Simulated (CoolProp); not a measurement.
Vapour-liquid equilibrium of dimethyl ether (1) + ethanol (2) at 572 kPa; x and y are mole fractions of (1).

Model: multi-fluid Helmholtz-energy mixture model, Wu 2011 and Schroeder 2014; pair parameters Bell 2016, in CoolProp.

```csv
x,bubble temperature (°C),y at the bubble point,dew temperature at overall composition x (°C),liquid density (mol/L)
0.05,112.9,0.403,128.1,15.04
0.2,73.3,0.867,122.3,15.61
0.35,53.3,0.950,115.6,15.69
0.5,42.7,0.974,107.6,15.55
0.65,36.0,0.985,97.4,15.29
0.8,30.8,0.992,82.8,14.95
0.95,25.8,0.998,53.4,14.54
```

No azeotrope shows between x = 0.05 and 0.95.

The pair parameters rest on a limited set of measurements; away from them the model extrapolates.
